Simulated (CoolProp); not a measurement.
Isopentane along the isobar 101 kPa: fugacity coefficient from the reference equation and from simpler models built on Tc = 187.2 °C, pc = 3378 kPa, ω = 0.227; each cubic takes its own stable root.

Computed with CoolProp (reference Helmholtz-energy equation of state, Lemmon 2006). It is a short technical equation, of lower accuracy than the large ones.

```
T (°C)   phase  reference  van der Waals  Soave-Redlich-Kwong  Peng-Robinson
------  ------  ---------  -------------  -------------------  -------------
-15.55  liquid     0.1651         0.9664               0.1621         0.1682
-10.05  liquid     0.2148         0.9679               0.2114         0.2181
-4.45   liquid     0.2771         0.9694               0.2734         0.2806
1.05    liquid     0.3515         0.9707               0.3475         0.3551
6.55    liquid     0.4407         0.9720               0.4368         0.4444
12.05   liquid     0.5467         0.9732               0.5431         0.5503
17.65   liquid     0.6738         0.9743               0.6708         0.6773
23.15   liquid     0.8194         0.9754               0.8175         0.8228
28.65      gas     0.9584         0.9764               0.9642         0.9627
34.15      gas     0.9609         0.9773               0.9659         0.9644
39.75      gas     0.9632         0.9782               0.9676         0.9661
45.25      gas     0.9654         0.9790               0.9691         0.9676
50.75      gas     0.9673         0.9798               0.9706         0.9691
56.25      gas     0.9691         0.9806               0.9719         0.9705
61.85      gas     0.9708         0.9813               0.9732         0.9718
```

At some of these states van der Waals gives the other phase, because its saturation line lies elsewhere.
